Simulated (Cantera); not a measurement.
Input (Python, Cantera):

```python
import numpy as np
import cantera as ct

gas = ct.Solution("h2o2.yaml")
gas.TPX = 425, 31000, {'H2': 1, 'O2': 0.208, 'N2': 1, 'H2O': 0.054}
flame = ct.FreeFlame(gas, width=0.091)
flame.set_refine_criteria(ratio=3, slope=0.08, curve=0.16)
flame.transport_model = "mixture-averaged"
flame.solve(loglevel=0, auto=True)
z, T = flame.grid, flame.T
thick = (T[-1] - T[0]) / np.gradient(T, z).max()
show = ['H2', 'O2', 'H2O', 'HO2', 'OH', 'H']
print(f"laminar burning velocity  {flame.velocity[0] * 100:.3f} cm/s")
print(f"burnt temperature         {T[-1]:.1f} K")
print(f"thermal thickness         {thick * 1e3:.4f} mm")
print(f"grid points               {len(z)}")
z0 = z[flame.heat_release_rate.argmax()]
print(f"{'z/mm':>9s}{'T/K':>9s}{'u/(m/s)':>9s}" + "".join(f"{s:>11s}" for s in show))
rows = []
for k in (-3, -2, -1.5, -1, -0.5, -0.25, 0, 0.25, 0.5, 1, 2, 4, 8):
    zz = z0 + k * thick
    rows.append([k * thick, np.interp(zz, z, T), np.interp(zz, z, flame.velocity),
                 *(np.interp(zz, z, flame.X[gas.species_index(s)]) for s in show)])
    print(f"{rows[-1][0] * 1e3:9.3f}{rows[-1][1]:9.1f}{rows[-1][2]:9.3f}" + "".join(f"{x:11.3e}" for x in rows[-1][3:]))
```

Output:

```
laminar burning velocity  340.986 cm/s
burnt temperature         1815.8 K
thermal thickness         1.8646 mm
grid points               133
     z/mm      T/K  u/(m/s)         H2         O2        H2O        HO2         OH          H
   -5.594    425.0    3.410  4.421e-01  9.195e-02  2.387e-02  2.369e-13  6.969e-17  1.713e-16
   -3.729    425.0    3.410  4.421e-01  9.195e-02  2.387e-02  1.330e-11  3.712e-15  9.622e-15
   -2.797    425.0    3.410  4.421e-01  9.195e-02  2.387e-02  8.224e-10  1.872e-13  1.159e-12
   -1.865    425.0    3.410  4.421e-01  9.196e-02  2.387e-02  1.275e-07  2.739e-11  2.245e-09
   -0.932    449.8    3.589  4.380e-01  9.200e-02  2.499e-02  1.434e-04  5.443e-05  1.172e-04
   -0.466    672.8    5.256  4.097e-01  8.553e-02  4.410e-02  7.523e-05  3.608e-04  5.919e-03
    0.000   1011.2    7.714  3.372e-01  5.961e-02  1.030e-01  2.708e-05  6.779e-04  3.422e-02
    0.466   1242.9    9.423  2.631e-01  1.751e-02  1.846e-01  7.037e-06  1.241e-03  6.476e-02
    0.932   1340.4   10.132  2.427e-01  2.862e-03  2.136e-01  1.086e-06  1.147e-03  6.998e-02
    1.865   1426.0   10.724  2.447e-01  2.044e-04  2.199e-01  7.299e-08  1.225e-03  6.203e-02
    3.729   1514.8   11.320  2.525e-01  9.019e-05  2.215e-01  3.158e-08  1.307e-03  4.976e-02
    7.458   1601.7   11.892  2.606e-01  5.803e-05  2.231e-01  2.035e-08  1.250e-03  3.716e-02
   14.917   1677.5   12.382  2.677e-01  3.132e-05  2.248e-01  1.167e-08  1.055e-03  2.585e-02
```

Cantera simulation using the H2/O2 subset of GRI-Mech 3.0, which has no nitrogen chemistry; the numbers are that mechanism's predictions, not measurements. Burning velocities carry a grid error of a few per cent, more on coarse grids.
